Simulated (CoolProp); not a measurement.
R410A along the isobar 10.6 MPa: fugacity coefficient from the reference equation and from simpler models built on Tc = 71.3 °C, pc = 4.901 MPa, ω = 0.296; each cubic takes its own stable root.

Model: reference Helmholtz-energy equation of state, Lemmon 2003, in CoolProp. It is a pseudo-pure fit of the blend.

```csv
T (°C),phase,reference
26.35,liquid,0.1615
34.75,liquid,0.1923
43.15,liquid,0.2258
51.55,liquid,0.2617
59.95,liquid,0.2997
68.35,liquid,0.3393
76.75,supercritical,0.3800
85.15,supercritical,0.4212
93.55,supercritical,0.4621
101.95,supercritical,0.5018
110.35,supercritical,0.5394
118.75,supercritical,0.5741
127.15,supercritical,0.6058
135.55,supercritical,0.6346
```

Task: How far does each simpler model (van der Waals, Redlich-Kwong, Soave-Redlich-Kwong, Peng-Robinson) lie from the reference over these 14 states: mean and median of the absolute difference, and the worst?

Result: 
- van der Waals: mean 22.7 %, median 13.1 %, worst +75.5 % at 26.35 °C and 10.6 MPa
- Redlich-Kwong: mean 9.8 %, median 6.3 %, worst +29.5 % at 26.35 °C and 10.6 MPa
- Soave-Redlich-Kwong: mean 8.3 %, median 8.6 %, worst +10.3 % at 26.35 °C and 10.6 MPa
- Peng-Robinson: mean 2.3 %, median 2.6 %, worst +4.1 % at 26.35 °C and 10.6 MPa
